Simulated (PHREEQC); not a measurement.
Dissolve 0.013 mol/kgw NH3, 6.6e-05 mol/kgw H3BO3 and 0.0023 mol/kgw Na2CO3 at 25 °C. Closed to the air; pH follows from the charge balance.

The numbers come from PHREEQC with the ion-association model, wateq4f.dat.

Q: The ionic strength comes out as 0.00661 mol/kgw. What activity coefficients do OH-, NH4+, CO3-2, Na+, H2BO3- get?

A: OH- 0.92, NH4+ 0.92, CO3-2 0.72, Na+ 0.92, H2BO3- 0.91.

This is a speciation only: nothing precipitates in the calculation.
